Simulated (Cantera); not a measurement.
Standard-state values (1 bar) from the NASA 1993 polynomials, evaluated with Cantera. Values are per mole of reaction as written; species without (g) are pure solids or liquids, kept so even where they would boil at 1 bar.

Task: Between 1173 and 1523 K, where is each reaction favourable under standard conditions?
- MgS + 2 HF(g) ⇌ MgF2 + H2S(g)

Result: 
- MgS + 2 HF(g) ⇌ MgF2 + H2S(g): ΔG° is -97 kJ at 1173 K and -53 kJ at 1523 K; it stays negative (K > 1). ΔH° is -242 kJ and ΔS° -124 J/K at 1523 K.
